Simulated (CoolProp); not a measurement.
The fluid at 302.32 K and 0.00711 MPa is throttled through a valve to 0.00362 MPa with no heat exchange. The same conditions are run with several fluids, on thermodynamics alone (safety and materials aside).

Values from CoolProp's reference Helmholtz-energy equation of state of each fluid (dimethyl carbonate: Zhou 2011; benzene: Thol 2012; n-pentane: Thol 2019; C2F6 (R116): Lemmon 2006; neopentane: Lemmon 2006).

| fluid | temperature change (K) | final density (kg/m³) |
|---|---|---|
| dimethyl carbonate | -0.1 | … |
| benzene | … | … |
| n-pentane | -0.1 | 0.104 |
| C2F6 (R116) | … | … |
| neopentane | -0.1 | 0.104 |

Problem. Fill in the missing entries.

Solution. 
- dimethyl carbonate, final density (kg/m³): 0.130
- benzene, temperature change (K): -0.2
- benzene, final density (kg/m³): 0.113
- C2F6 (R116), temperature change (K): -0.0
- C2F6 (R116), final density (kg/m³): 0.199
